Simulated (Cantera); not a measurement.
A perfectly stirred reactor is fed with 20.0 % H2, 80.0 % O2, equivalence ratio 0.12, at 1330 Pa; it is held at 1200 K, and followed from long to short residence time.

Computed with Cantera and GRI-Mech 3.0 (53 species, 325 reactions). Radical loss at walls, strong at low pressure, is not modelled. The temperature is held fixed by assumption; the heat of reaction is taken as removed at once.

x: mole fraction; the columns are a selection and need not sum to one.

```
τ (s)       x H2   x O2    x HO2      x O   x H2O2
------  --------  -----  -------  -------  -------
4.1     0.000277  0.776  2.99e-6  0.00117  2.11e-7
1.6     0.000507  0.775  4.27e-6  0.00218  2.68e-7
0.62    0.000924  0.773  5.72e-6  0.00406  3.28e-7
0.24     0.00167  0.769  7.17e-6  0.00748  3.82e-7
0.095          …  0.762        …        …  4.18e-7
0.037    0.00502  0.751  9.18e-6   0.0228  4.27e-7
0.014    0.00836  0.734  9.36e-6   0.0365  4.08e-7
0.0056         …  0.717  9.05e-6        …  3.87e-7
0.0022    0.0206  0.707  8.58e-6   0.0547  3.97e-7
```

Q: Complete the blanks.

A: 
- 0.095, x H2: 0.00292
- 0.095, x HO2: 8.38e-6
- 0.095, x O: 0.0133
- 0.0056, x H2: 0.0129
- 0.0056, x O: 0.0491
